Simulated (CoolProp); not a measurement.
Saturation properties of sulfur hexafluoride (Tc = 45.6 °C, pc = 37.55 bar, ω = 0.210).

Model: reference Helmholtz-energy equation of state, Guder 2009, in CoolProp.

| T (°C) | p (bar) | liquid density (kg/m³) | vapour density (kg/m³) | enthalpy of vaporisation (kJ/kg) | vapour viscosity (µPa s) |
|---|---|---|---|---|---|
| -43.45 | 2.978 | 1814 | 24.86 | 108.0 | 12.2 |
| -39.15 | 3.521 | 1792 | 29.19 | 106.1 | 12.5 |
| -34.75 | 4.152 | 1769 | 34.22 | 104.0 | 12.7 |
| -30.35 | 4.863 | 1746 | 39.91 | 101.9 | 13.0 |
| -25.95 | 5.662 | 1721 | 46.35 | 99.69 | 13.2 |
| -21.55 | 6.556 | 1696 | 53.61 | 97.36 | 13.5 |
| -17.25 | 7.526 | 1671 | 61.58 | 94.97 | 13.7 |
| -12.85 | 8.625 | 1644 | 70.76 | 92.40 | 14.0 |

Viscosity comes from a separate model (Quiñones-Cisneros 2012).
